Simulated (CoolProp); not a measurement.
Computed with CoolProp (reference Helmholtz-energy equation of state, Gao 2020).

Q: For ammonia, give the phase and the density (kg/m³), cv (kJ/(kg K)), expansivity (1/kK), fugacity coefficient at 149.55 °C and 4370 kPa.

A: 
- 149.55 °C and 4370 kPa: gas; density 24.4, cv 2.10, expansivity 3.87, fugacity coefficient 0.880
